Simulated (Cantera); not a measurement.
Mixture: CH4 : C2H6 : C3H8 : O2 : N2 = 1 : 0.14 : 0.17 : 1.96 : 13.6 (molar parts), at 23.7 atm, adiabatic and at constant pressure. Ignition delay is the time to a rise of 400 K.

Model: GRI-Mech 3.0 (53 species, 325 reactions), integrated in Cantera. GRI-Mech 3.0 was tuned for natural gas; its chemistry of propane as a main component is partial and can be far from experiment. The pressure lies above the range GRI-Mech 3.0 was tuned for (to about 10 atm).

Question: Predict: delay at 1275 K; delay at 1350 K; delay at 1425 K; delay at 1500 K; delay at 1575 K; delay at 1650 K; apparent activation energy between 1500 and 1650 K.

Answer: 
```json
{
 "delay at 1275 K": "0.262 ms",
 "delay at 1350 K": "0.120 ms",
 "delay at 1425 K": "57.7 µs",
 "delay at 1500 K": "29.2 µs",
 "delay at 1575 K": "15.8 µs",
 "delay at 1650 K": "9.15 µs",
 "apparent activation energy between 1500 and 1650 K": "160 kJ/mol"
}
```
